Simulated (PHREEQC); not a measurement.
A solution holds 0.00098 mol H2SO4, 0.25 mol ZnSO4 and 5e-05 mol MgSO4 per kg of water, at 25 °C. Closed to the air; pH follows from the charge balance.

Equilibrium calculation in PHREEQC: ion-association model, phreeqc.dat.

```
quantity          before    after
---------------  -------  -------
pH                  3.24     3.31
SO4-2 (mol/kgw)   0.0759    0.137
HSO4- (mol/kgw)  0.00121  0.00131
```

Task: Which change was made?
(A) ZnSO4 from 0.25 to 0.025 mol/kgw
(B) H2SO4 from 0.00098 to 0.00108 mol/kgw
(C) MgSO4 left out
(D) diluted 5-fold with water
(E) ZnSO4 from 0.25 to 0.5 mol/kgw

Result: E, ZnSO4 from 0.25 to 0.5 mol/kgw

No solid was allowed to form. The ionic strength passes 0.7 mol/kgw, the rough limit of the ion-association models, in after.
